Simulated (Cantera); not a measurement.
A Cantera script and what it prints.

```python
import numpy as np
import cantera as ct

gas_names = """
    O2 H2O
""".split()
cond_names = """
    Sr(L) SrO(s) SrO2H2(L)
""".split()


# ... load() reads the species with a 1 bar reference pressure and builds the phases ...
species = {s.name: s for s in load("nasa_gas.yaml", gas_names) + load("nasa_condensed.yaml", cond_names)}
T = 1150
g = {n: (s.thermo.h(T) - T * s.thermo.s(T)) / (ct.gas_constant * T * np.log(10)) for n, s in species.items()}
valid = cond_names  # the entries whose range holds T


def stable(la, lb):
    # potentials (over RT ln 10) of the two non-metals from log10 p(O2) and log10 p(H2O) in bar
    mu = {}
    mu["O"] = (g["O2"] + la) / 2
    mu["H"] = (g["H2O"] + lb - 1 * mu["O"]) / 2
    cost = {}
    for n in valid:
        c = species[n].composition
        cost[n] = (g[n] - sum(c.get(e, 0) * m for e, m in mu.items())) / c["Sr"]
    return min(cost, key=cost.get)


results = []
for lb in [1, -0.8, -2.6, -4.3, -6.1, -7.9, -9.7, -11.4, -13.2, -15]:
    row = [stable(la, lb) for la in [-18, -17.1, -16.3, -15.4, -14.6, -13.7, -12.9, -12, -11.1, -10.3, -9.4, -8.6, -7.7, -6.9, -6, -5.1, -4.3, -3.4, -2.6, -1.7, -0.9, 0]]
    results.append(row)
    print(f"{lb:6.1f}  " + " ".join(f"{valid.index(n):x}" for n in row))
print("key: " + ", ".join(f"{i:x} {n}" for i, n in enumerate(valid)))
```

Output:

```
   1.0  2 2 2 2 2 2 2 2 2 2 2 2 2 2 2 2 2 2 2 2 2 2
  -0.8  1 1 1 1 1 1 1 1 1 1 1 1 1 1 1 1 1 1 1 1 1 1
  -2.6  1 1 1 1 1 1 1 1 1 1 1 1 1 1 1 1 1 1 1 1 1 1
  -4.3  1 1 1 1 1 1 1 1 1 1 1 1 1 1 1 1 1 1 1 1 1 1
  -6.1  1 1 1 1 1 1 1 1 1 1 1 1 1 1 1 1 1 1 1 1 1 1
  -7.9  1 1 1 1 1 1 1 1 1 1 1 1 1 1 1 1 1 1 1 1 1 1
  -9.7  1 1 1 1 1 1 1 1 1 1 1 1 1 1 1 1 1 1 1 1 1 1
 -11.4  1 1 1 1 1 1 1 1 1 1 1 1 1 1 1 1 1 1 1 1 1 1
 -13.2  1 1 1 1 1 1 1 1 1 1 1 1 1 1 1 1 1 1 1 1 1 1
 -15.0  1 1 1 1 1 1 1 1 1 1 1 1 1 1 1 1 1 1 1 1 1 1
key: 0 Sr(L), 1 SrO(s), 2 SrO2H2(L)
```

Cantera with NASA thermochemical tables; ideal gases at 1 bar, condensed phases pure. Not in the tables: the peroxide. Part of the grid cannot be reached: there another gas would pass 10 bar, or a non-metal would condense.
